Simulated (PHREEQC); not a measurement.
0.26 g of hydrous ferric oxide (600 m²/g; 0.2 weak and 0.005 strong sites per Fe, Dzombak-Morel constants, diffuse double layer) in 1 kg of water with 0.01 mol/kgw of an inert sodium salt and 0.038 mmol/kgw ZnSO4, at 25 °C; the pH is set by adding NaOH or the inert anion's acid. Oxygen is held at 0.21 atm. No CO2 enters from the air. Precipitation was switched off in this run.

All values are PHREEQC results (ion-association model, wateq4f.dat), not measurements.

| pH | S sorbed (%) | Zn sorbed (%) | surface charge σ (C/m²) |
|---|---|---|---|
| 4 | 99.9 | 0.0 | 0.190 |
| 5 | 99.2 | 2.0 | 0.097 |
| 6 | 84.0 | 30.1 | 0.043 |
| 6.5 | 53.6 | 52.5 | 0.028 |
| 7.5 | 3.8 | 96.9 | 0.010 |
| 8.5 | 0.1 | 99.9 | -0.003 |
| 9.5 | 0.0 | 100.0 | -0.021 |
| 10 | 0.0 | 99.9 | -0.036 |
| 11 | 0.0 | 99.9 | -0.090 |
| 12 | 0.0 | 96.3 | -0.208 |

Species that the database lacks are ignored.
